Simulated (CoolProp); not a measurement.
Properties of C2F6 (R116) along the isotherm 339.5 K.

Values from CoolProp's reference Helmholtz-energy equation of state, Lemmon 2006. It is a short technical equation, of lower accuracy than the large ones.

```csv
p (kPa),phase,cv (kJ/(kg K)),viscosity (µPa s),fugacity coefficient
4.82,gas,0.7726,16.0,0.9997
7.27,gas,0.7726,16.0,0.9995
11,gas,0.7727,16.0,0.9993
16.5,gas,0.7727,16.0,0.9989
25,gas,0.7728,16.0,0.9984
37.7,gas,0.7729,16.0,0.9975
56.8,gas,0.7731,16.0,0.9963
85.7,gas,0.7733,16.0,0.9944
129,gas,0.7737,16.0,0.9916
195,gas,0.7743,16.0,0.9873
294,gas,0.7751,16.1,0.9809
444,gas,0.7765,16.1,0.9712
670,gas,0.7786,16.2,0.9566
1010,gas,0.7818,16.4,0.9350
1520,gas,0.7870,16.8,0.9029
```

Viscosity comes from a separate model (Huber 2003), an estimate that may be off by 10 % or more.
